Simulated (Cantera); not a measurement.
An adiabatic, constant-volume homogeneous reactor starts with CO : H₂ : CH₄ : O₂ : N₂ = 1 : 0.58 : 0.34 : 1.93 : 7.27 (molar parts), at 1625 K and 4.10 bar.

Model: GRI-Mech 3.0 (53 species, 325 reactions), integrated in Cantera.

Predict: time of steepest temperature rise; temperature at 0.200 s; equilibrium temperature; x(CO) at 0.200 s; x(H₂) at 0.200 s; x(OH) at 0.200 s; x(NO) at 0.200 s.


- time of steepest temperature rise = 9.00 µs
- temperature at 0.200 s = 2968 K
- equilibrium temperature = 2968 K
- x(CO) at 0.200 s = 0.0417 (gas-phase equilibrium 0.0417)
- x(H₂) at 0.200 s = 0.00670 (gas-phase equilibrium 0.00670)
- x(OH) at 0.200 s = 0.0208 (gas-phase equilibrium 0.0208)
- x(NO) at 0.200 s = 0.0204 (gas-phase equilibrium 0.0204)
